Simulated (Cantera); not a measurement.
## Low-pressure radical oxidation in H2/O2

An isothermal, constant-pressure homogeneous reactor starts with 6.80 % H2, 93.2 % O2, equivalence ratio 0.036, at 1400 K and 1.88 Torr.

Cantera simulation using GRI-Mech 3.0 (53 species, 325 reactions); the numbers are that mechanism's predictions, not measurements. Radical loss at walls, strong at low pressure, is not modelled. The temperature is held fixed by assumption; the heat of reaction is taken as removed at once.

```json
[
 {"t (s)": "3.00e-6", "x H2": "0.0680", "x O2": "0.932", "x OH": "1.12e-11", "x O": "1.12e-11", "x H2O": "<1e-12", "x HO2": "8.34e-10"},
 {"t (s)": "1.18e-5", "x H2": "0.0680", "x O2": "0.932", "x OH": "1.65e-10", "x O": "1.66e-10", "x H2O": "3.39e-12", "x HO2": "3.27e-9"},
 {"t (s)": "4.60e-5", "x H2": "0.0680", "x O2": "0.932", "x OH": "2.23e-9", "x O": "2.28e-9", "x H2O": "1.85e-10", "x HO2": "1.28e-8"},
 {"t (s)": "0.000180", "x H2": "0.0680", "x O2": "0.932", "x OH": "2.39e-8", "x O": "2.59e-8", "x H2O": "8.30e-9", "x HO2": "5.01e-8"},
 {"t (s)": "0.000706", "x H2": "0.0680", "x O2": "0.932", "x OH": "2.89e-7", "x O": "3.45e-7", "x H2O": "3.50e-7", "x HO2": "1.96e-7"},
 {"t (s)": "0.00277", "x H2": "0.0677", "x O2": "0.932", "x OH": "0.000107", "x O": "0.000131", "x H2O": "0.000198", "x HO2": "7.30e-7"},
 {"t (s)": "0.0108", "x H2": "0.00151", "x O2": "0.876", "x OH": "0.00776", "x O": "0.0473", "x H2O": "0.0576", "x HO2": "4.67e-7"},
 {"t (s)": "0.0425", "x H2": "0.00147", "x O2": "0.877", "x OH": "0.00767", "x O": "0.0464", "x H2O": "0.0579", "x HO2": "4.65e-7"},
 {"t (s)": "0.166", "x H2": "0.00138", "x O2": "0.880", "x OH": "0.00745", "x O": "0.0432", "x H2O": "0.0588", "x HO2": "4.58e-7"},
 {"t (s)": "0.652", "x H2": "0.00108", "x O2": "0.892", "x OH": "0.00663", "x O": "0.0327", "x H2O": "0.0615", "x HO2": "4.31e-7"},
 {"t (s)": "2.55", "x H2": "0.000463", "x O2": "0.914", "x OH": "0.00440", "x O": "0.0133", "x H2O": "0.0664", "x HO2": "3.16e-7"},
 {"t (s)": "10.0", "x H2": "7.10e-5", "x O2": "0.927", "x OH": "0.00173", "x O": "0.00199", "x H2O": "0.0693", "x HO2": "1.13e-7"}
]
```
x: mole fraction; the columns are a selection and need not sum to one.

Equilibrium at this temperature and pressure: H2 6.64e-7, O2 0.929, OH 0.000168, O 1.84e-5, H2O 0.0703, HO2 5.17e-8 (gas phase only).
